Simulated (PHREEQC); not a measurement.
Model water analysis in mg/kgw, 20 °C, pH 7.83, pe -0.4:

| constituent | mg/kgw |
|---|---|
| Na | 23.1 |
| K | 44.2 |
| Ca | 16.7 |
| Mg | 40.9 |
| Cl | 46.5 |
| S(6) as SO4 | 21.4 |
| Alkalinity as HCO3 | 280 |
| B | 0.217 |
| N(-3) as NH4 | 0.215 |

Valence states are taken as typed.

The numbers come from PHREEQC with the ion-association model, phreeqc.dat.

No solid was allowed to form.

Q: Order these Ca species by the share of Ca that they hold, largest first: CaSO4, CaCO3, CaHCO3+, Ca+2.

A: Ca+2 (94 %), CaHCO3+ (3.4 %), CaSO4 (1.4 %), CaCO3 (1.2 %)

Q: Order these C species by the share of C that they hold, largest first: CaHCO3+, CO2, MgHCO3+, HCO3-, CO3-2.

A: HCO3- (95 %), CO2 (3.1 %), MgHCO3+ (1.2 %), CO3-2 (0.35 %), CaHCO3+ (0.30 %)

The pH is 7.83 and the ionic strength 0.00835 mol/kgw.
